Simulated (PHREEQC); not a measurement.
A made-up water analysis in mg/kgw, 19 °C, pH 2.66, pe 8.3: Na 39.8; K 11.5; Ca 56.7; Mg 18; Cl 40.1; S(6) as SO4 576; Fe(3) 55.

Valence states are taken as typed.

The numbers come from PHREEQC with the ion-association model, phreeqc.dat.

This is a speciation only: nothing precipitates in the calculation.

Order these Ca species by the share of Ca that they hold, largest first: CaHSO4+, CaSO4, Ca+2.

Ca+2 (79 %), CaSO4 (21 %), CaHSO4+ (0.32 %)

Order these Fe species by the share of Fe that they hold, largest first: Fe(OH)2+, Fe+3, FeOH+2, FeSO4+, Fe(SO4)2-.

FeSO4+ (77 %), FeOH+2 (9.4 %), Fe+3 (7.3 %), Fe(SO4)2- (4.2 %), Fe(OH)2+ (0.79 %)

The pH is 2.66 and the ionic strength 0.0156 mol/kgw. Saturation is exceeded, for instance for Jarosite-K, Hematite (slow to form); the values hold only as long as no solid forms.
